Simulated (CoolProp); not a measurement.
Vapour-liquid equilibrium of CHF3 (R23) (1) + propylene (2) at 0.133 MPa; x and y are mole fractions of (1).

Values from CoolProp's multi-fluid Helmholtz-energy mixture model, Penoncello 2003 and Lemmon 2013; pair parameters Bell 2016.

Q: Give the bubble temperature and the first vapour's composition at x = 0.05, 0.35, 0.55. Is there an azeotrope?

A: x = 0.05: 219.6 K, y = 0.438; x = 0.35: 199.8 K, y = 0.841; x = 0.55: 197.9 K, y = 0.870. No azeotrope shows between x = 0.05 and 0.95.

Pair parameters are fitted to limited data, so mixtures are less certain than the pure fluids. With so large a gap from Raoult's law the liquid may split in two, which this calculation doesn't test in full.
